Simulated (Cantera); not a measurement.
## Stirred combustor or abatement burner

A perfectly stirred reactor is fed with 7.75 % CH₄, 19.4 % O₂, 72.9 % N₂, equivalence ratio 0.80, at 3.30 bar; it is adiabatic with a 498 K inlet, and is followed from long to short residence time, starting on the burning branch (τ in s: 0.057, 0.023, 0.0097, 0.004, 0.0017, 0.00068, 0.00028, 0.00012, 4.8e-05, 2e-05).

Detailed kinetics in Cantera: GRI-Mech 3.0 (53 species, 325 reactions).

```
τ (s)    T (K)     x CH₄    x O₂     x C₂H      x NO   x CH₂CO       x H    x HCO
-------  -----  --------  ------  --------  --------  --------  --------  -------
0.057     2141   2.95e-6  0.0383    <1e-12  0.000746  2.06e-10   5.06e-5  1.05e-8
0.023     2139   6.68e-6  0.0386  3.71e-12  0.000399  6.87e-10   6.39e-5  2.61e-8
0.0097    2133   1.37e-5  0.0389  1.41e-11  0.000237   2.26e-9   9.37e-5  6.26e-8
0.0040    2121   2.67e-5  0.0393  4.44e-11  0.000155   7.32e-9  0.000164  1.54e-7
0.0017    2102   4.88e-5  0.0401  1.12e-10  0.000112   2.09e-8  0.000310  3.69e-7
0.00068   2070   9.28e-5  0.0414  2.65e-10   8.20e-5   5.92e-8  0.000630  9.39e-7
0.00028   2023  0.000179  0.0435  5.78e-10   6.00e-5   1.56e-7   0.00120  2.30e-6
0.00012   1961  0.000362  0.0468   1.25e-9   4.22e-5   4.16e-7   0.00201  5.37e-6
4.8e-5    1861  0.000974  0.0537   3.59e-9   2.29e-5   1.74e-6   0.00282  1.35e-5
2.0e-5     498    0.0775   0.194    <1e-12    <1e-12    <1e-12    <1e-12   <1e-12
```
x: mole fraction; the columns are a selection and need not sum to one.
